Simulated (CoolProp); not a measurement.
Vapour-liquid equilibrium of CH2F2 (R32) (1) + R134a (2) at -5.65 °C; x and y are mole fractions of (1).

Values from CoolProp's multi-fluid Helmholtz-energy mixture model, Tillner-Roth 1997 and Tillner-Roth 1994; pair parameters Lemmon 2004.

```json
[
 {"x": "0.05", "bubble pressure (bar)": "2.596", "y at the bubble point": "0.124", "dew pressure at overall composition x (bar)": "2.459", "liquid density (mol/L)": "13.11"},
 {"x": "0.125", "bubble pressure (bar)": "2.924", "y at the bubble point": "0.275", "dew pressure at overall composition x (bar)": "2.598", "liquid density (mol/L)": "13.50"},
 {"x": "0.2", "bubble pressure (bar)": "3.249", "y at the bubble point": "0.396", "dew pressure at overall composition x (bar)": "2.752", "liquid density (mol/L)": "13.91"},
 {"x": "0.275", "bubble pressure (bar)": "3.572", "y at the bubble point": "0.495", "dew pressure at overall composition x (bar)": "2.924", "liquid density (mol/L)": "14.34"},
 {"x": "0.35", "bubble pressure (bar)": "3.893", "y at the bubble point": "0.579", "dew pressure at overall composition x (bar)": "3.119", "liquid density (mol/L)": "14.80"},
 {"x": "0.425", "bubble pressure (bar)": "4.213", "y at the bubble point": "0.651", "dew pressure at overall composition x (bar)": "3.339", "liquid density (mol/L)": "15.30"},
 {"x": "0.5", "bubble pressure (bar)": "4.534", "y at the bubble point": "0.714", "dew pressure at overall composition x (bar)": "3.589", "liquid density (mol/L)": "15.82"},
 {"x": "0.575", "bubble pressure (bar)": "4.857", "y at the bubble point": "0.769", "dew pressure at overall composition x (bar)": "3.877", "liquid density (mol/L)": "16.39"},
 {"x": "0.65", "bubble pressure (bar)": "5.183", "y at the bubble point": "0.819", "dew pressure at overall composition x (bar)": "4.210", "liquid density (mol/L)": "17.01"},
 {"x": "0.725", "bubble pressure (bar)": "5.512", "y at the bubble point": "0.865", "dew pressure at overall composition x (bar)": "4.597", "liquid density (mol/L)": "17.67"},
 {"x": "0.8", "bubble pressure (bar)": "5.846", "y at the bubble point": "0.906", "dew pressure at overall composition x (bar)": "5.053", "liquid density (mol/L)": "18.39"},
 {"x": "0.875", "bubble pressure (bar)": "6.184", "y at the bubble point": "0.944", "dew pressure at overall composition x (bar)": "5.594", "liquid density (mol/L)": "19.17"},
 {"x": "0.95", "bubble pressure (bar)": "6.527", "y at the bubble point": "0.978", "dew pressure at overall composition x (bar)": "6.244", "liquid density (mol/L)": "20.03"}
]
```

No azeotrope shows between x = 0.05 and 0.95.

The pair parameters rest on a limited set of measurements; away from them the model extrapolates.
